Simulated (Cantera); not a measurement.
# Equilibrium for carbothermic reduction: CuO + CO + H2

Feed: 1 mol CuO, 13 mol CO, 3.9 mol H2, equilibrated at 180 Torr.

Method: chemical equilibrium by Gibbs-energy minimisation in Cantera with the NASA 1993 tables (ideal gas, pure condensed phases). Candidate condensed phases: C, C6H6, C7H8, C8H18, Cu, CuO, Cu(OH)2, Cu2O, H2O; 113 gas species. Equilibrium is a limit: real reactors are often held back by kinetics, nucleation or transport.

| T (K) | x CO | x H2 | x Cu | x CO2 | x H2O | x H | x OH | x CH4 | n Cu(s) | n Cu(l) |
|---|---|---|---|---|---|---|---|---|---|---|
| 1048 | 0.722 | 0.218 | 4.08e-10 | 0.0475 | 0.0121 | 7.36e-9 | 1.29e-12 | 0.000389 | 1.00 | 0 |
| 1248 | 0.729 | 0.212 | 1.84e-7 | 0.0407 | 0.0185 | 4.39e-7 | 3.90e-10 | 3.73e-6 | 1.000 | 0 |
| 1448 | 0.734 | 0.207 | 1.38e-5 | 0.0355 | 0.0237 | 8.56e-6 | 2.33e-8 | 1.34e-7 | 0 | 1.000 |
| 1648 | 0.738 | 0.203 | 0.000329 | 0.0314 | 0.0277 | 8.19e-5 | 5.02e-7 | 1.12e-8 | 0 | 0.994 |
| 1848 | 0.738 | 0.199 | 0.00387 | 0.0283 | 0.0306 | 0.000483 | 5.46e-6 | 1.63e-9 | 0 | 0.934 |
| 2048 | 0.722 | 0.191 | 0.0277 | 0.0254 | 0.0320 | 0.00200 | 3.65e-5 | 3.30e-10 | 0 | 0.513 |
| 2248 | 0.701 | 0.181 | 0.0553 | 0.0231 | 0.0325 | 0.00639 | 0.000171 | 8.64e-11 | 0 | 0 |
| 2448 | 0.698 | 0.174 | 0.0552 | 0.0218 | 0.0329 | 0.0170 | 0.000625 | 2.93e-11 | 0 | 0 |
x: gas mole fraction; n: condensed amount in mol.

From 1048 K to 1248 K the condensed part is Cu(s). From 1448 K to 2048 K the condensed part is Cu(l). From 2248 K to 2448 K nothing is condensed.
